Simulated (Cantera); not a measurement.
What does this Cantera script print?

```python
import numpy as np
import cantera as ct

gas_names = """
    CL CL2 H HCL H2 Si SiCL SiCL2 SiCL3 SiCL4 SiH SiHCL3 SiH2 SiH2CL2 SiH3 SiH3CL SiH4 Si2 Si3
""".split()
cond_names = """
    Si(cr) Si(L)
""".split()


# ... load() reads the species with a 1 bar reference pressure and builds the phases ...
atoms = {
    'Si': {'Si': 1},
    'Cl2': {'CL': 2},
    'H2': {'H': 2},
}
top_T = {}  # K; cautious upper limits of use, not melting points


# ... equilibrate(T, P, feed) seeds the gas with the atoms and calls Mixture.equilibrate('TP', solver="vcs", rtol=1e-11, max_steps=5000) ...
results = []
feed = {'Si': 1, 'Cl2': 6.5, 'H2': 63}  # mol
P = 10000  # Pa
for T in [875, 925, 975, 1025, 1075, 1125, 1175, 1225, 1275, 1325, 1375, 1425, 1475, 1525]:
    mix = equilibrate(T, P, feed)
    results.append((T, P, feed, dict(zip(mix.species_names, mix.species_moles))))

top = {s: max(r[3][s] / sum(r[3][g] for g in gas_names) for r in results) for s in gas_names}
cols = sorted((s for s in top if top[s] > 0.0001), key=lambda s: -top[s])[:5]
seen = [c for c in cond_names if any(r[3].get(c, 0) > 1e-12 for r in results)]
print("log10 of partial pressures in bar; condensed amounts in mol")
print(f"{'T/K':>10s}" + "".join(f"{s[:9]:>10s}" for s in cols + seen))
for T, P, feed, n in results:
    ng = sum(n[g] for g in gas_names)
    print(f"{T:10.4g}" + "".join(f"{np.log10(max(n[s] / ng * P / 1e5, 1e-99)):10.3f}" for s in cols)
          + "".join(f"{n.get(c, 0):10.4g}" for c in seen))
```

Output:

```
log10 of partial pressures in bar; condensed amounts in mol
       T/K        H2       HCL     SiCL4     SiCL2     SiCL3
       875    -1.069    -1.881    -2.842    -8.824    -6.714
       925    -1.069    -1.880    -2.846    -7.860    -6.153
       975    -1.069    -1.880    -2.852    -7.001    -5.653
      1025    -1.069    -1.879    -2.861    -6.232    -5.206
      1075    -1.069    -1.877    -2.875    -5.542    -4.808
      1125    -1.070    -1.875    -2.896    -4.927    -4.457
      1175    -1.070    -1.871    -2.932    -4.386    -4.154
      1225    -1.071    -1.864    -2.994    -3.926    -3.909
      1275    -1.073    -1.853    -3.099    -3.562    -3.737
      1325    -1.075    -1.840    -3.260    -3.297    -3.646
      1375    -1.078    -1.827    -3.478    -3.122    -3.631
      1425    -1.079    -1.817    -3.740    -3.014    -3.675
      1475    -1.080    -1.811    -4.026    -2.951    -3.754
      1525    -1.081    -1.807    -4.319    -2.913    -3.853
```

Method: chemical equilibrium by Gibbs-energy minimisation in Cantera with the NASA 1993 tables (ideal gas, pure condensed phases). The tables' values for SiCl3 are old estimates; treat these amounts as uncertain.
